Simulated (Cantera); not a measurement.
A closed system holds: 1 mol PbO, 1.5 mol H2O, 0.11 mol N2, at 3.20 bar.

Cantera equilibrium calculation (NASA polynomials, part measured and part estimated; ideal gas, pure solids and liquids). Candidate condensed phases: H2O, Pb, PbO, PbO2, Pb3O4; 27 gas species. Gases not in the tables: (PbO)n polymers. The numbers say what is thermodynamically allowed, not how fast it happens.

x: gas mole fraction; n: condensed amount in mol.

| T (°C) | x H2O | x N2 | x PbO | x Pb | x O2 | x H2 | n PbO(yellow) | n PbO(l) |
|---|---|---|---|---|---|---|---|---|
| 600 | 0.932 | 0.0683 | 7.37e-10 | 2.18e-11 | ? | 9.08e-9 | 1.00 | 0 |
| 650 | 0.932 | 0.0683 | 5.89e-9 | 2.40e-10 | ? | 3.10e-8 | 1.00 | 0 |
| 700 | 0.932 | 0.0683 | 3.78e-8 | 2.06e-9 | ? | 9.35e-8 | 1.00 | 0 |
| 750 | 0.932 | 0.0683 | 2.01e-7 | 1.41e-8 | ? | 2.51e-7 | 1.00 | 0 |
| 800 | 0.932 | 0.0683 | 9.09e-7 | 7.90e-8 | ? | 6.09e-7 | 1.000 | 0 |
| 850 | 0.932 | 0.0683 | 3.58e-6 | 3.70e-7 | ? | 1.34e-6 | 1.000 | 0 |
| 900 | 0.932 | 0.0683 | 1.21e-5 | 1.43e-6 | ? | 2.69e-6 | 0 | 1.000 |
| 950 | 0.932 | 0.0683 | 3.39e-5 | 4.49e-6 | ? | 5.02e-6 | 0 | 1.000 |
| 1000 | 0.932 | 0.0683 | 8.74e-5 | 1.26e-5 | ? | 8.77e-6 | 0 | 1.000 |
| 1050 | 0.931 | 0.0683 | 0.000209 | 3.19e-5 | ? | 1.45e-5 | 0 | 1.000 |
| 1100 | 0.931 | 0.0683 | 0.000465 | 7.45e-5 | ? | 2.28e-5 | 0 | 0.999 |
| 1150 | 0.930 | 0.0682 | 0.000977 | 0.000162 | ? | 3.45e-5 | 0 | 0.998 |
| 1200 | 0.929 | 0.0681 | 0.00194 | 0.000332 | ? | 5.06e-5 | 0 | 0.996 |
| 1250 | 0.927 | 0.0680 | 0.00368 | 0.000644 | ? | 7.21e-5 | 0 | 0.993 |

### Question
Complete the blanks.

### Answer

- 600, x O2: 4.37e-9
- 650, x O2: 1.50e-8
- 700, x O2: 4.54e-8
- 750, x O2: 1.25e-7
- 800, x O2: 3.23e-7
- 850, x O2: 8.00e-7
- 900, x O2: 1.92e-6
- 950, x O2: 4.44e-6
- 1000, x O2: 9.97e-6
- 1050, x O2: 2.17e-5
- 1100, x O2: 4.57e-5
- 1150, x O2: 9.26e-5
- 1200, x O2: 0.000181
- 1250, x O2: 0.000339
